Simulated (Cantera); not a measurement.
A closed system holds: 1 mol SiCl₄, 0.18 mol NH₃, 18 mol H₂, at 1648.15 K.

Cantera equilibrium calculation (NASA polynomials, part measured and part estimated; ideal gas, pure solids and liquids). Candidate condensed phases: NH₄Cl, Si, Si₃N₄; 28 gas species. Mutual solubility and eutectic melting of coexisting phases are not modelled. The tables' values for SiCl₃, SiCl are old estimates; treat these amounts as uncertain. The numbers say what is thermodynamically allowed, not how fast it happens.

x: gas mole fraction; n: condensed amount in mol.

| P (Pa) | x H₂ | x HCl | x SiCl₂ | x H | x Si | x N₂ | x SiCl₃ | n Si(s) | n Si₃N₄(s) |
|---|---|---|---|---|---|---|---|---|---|
| 5 | 0.828 | 0.106 | 0.0430 | 0.0115 | 0.00459 | 0.00437 | 3.72e-5 | 0 | 0 |
| 26 | 0.839 | 0.104 | 0.0454 | 0.00507 | 0.000994 | 0.00440 | 8.70e-5 | 0.0395 | 0 |
| 140 | 0.843 | 0.104 | 0.0456 | 0.00219 | 0.000185 | 0.00441 | 0.000203 | 0.0585 | 0 |
| 710 | 0.845 | 0.104 | 0.0454 | ? | ? | 0.00442 | 0.000454 | 0.0624 | 0 |
| 3700 | 0.846 | 0.103 | 0.0448 | ? | ? | 0.00442 | 0.00102 | 0.0631 | 0 |
| 19000 | 0.848 | 0.102 | 0.0433 | 0.000188 | 1.36e-6 | 0.00352 | 0.00219 | 0.0350 | 0.00924 |
| 100000 | 0.853 | 0.102 | 0.0368 | 8.24e-5 | 2.20e-7 | 0.000852 | 0.00427 | 0 | 0.0364 |

Question: Some entries are withheld; supply them.

Answer: 
- 3700, x H: 0.000426
- 3700, x Si: 6.98e-6
- 710, x H: 0.000973
- 710, x Si: 3.64e-5
